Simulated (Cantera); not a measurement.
A closed system holds: 1 mol Cu₂O, a varied amount of H₂, 0.72 mol H₂O, equilibrated at 19000 Pa.

These are equilibrium values from Cantera (NASA tables, ideal gas, pure condensed phases), not measurements of a reactor. Candidate condensed phases: Cu, CuO, Cu(OH)₂, Cu₂O, H₂O; 12 gas species. Each liquid is taken as pure. Mutual solubility and eutectic melting of coexisting phases are not modelled. The numbers say what is thermodynamically allowed, not how fast it happens.

Stable condensed phases, one row left out:

```
T in K \ n(H₂) in mol
         0.37 0.56 0.86  1.3    2  3.1  4.7
   2248     A    A    A    A    A    A    A
   2198     A    A    A    A    A    A    A
   2098     B    A    A    A    A    A    A
   2048     B    B    A    A    A    A    A
   1998     B    B    A    A    A    A    A
   1948     B    B    A    A    A    A    A
   1898     B    B    B    A    A    A    A
   1848     B    B    B    A    A    A    A
   1798     B    B    B    A    A    A    A
   1748     B    B    B    A    A    A    A
```

A: Cu; B: Cu + Cu₂O.

Give the row for 2148 K.

0.37: Cu; 0.56: Cu; 0.86: Cu; 1.3: Cu; 2: Cu; 3.1: Cu; 4.7: Cu.
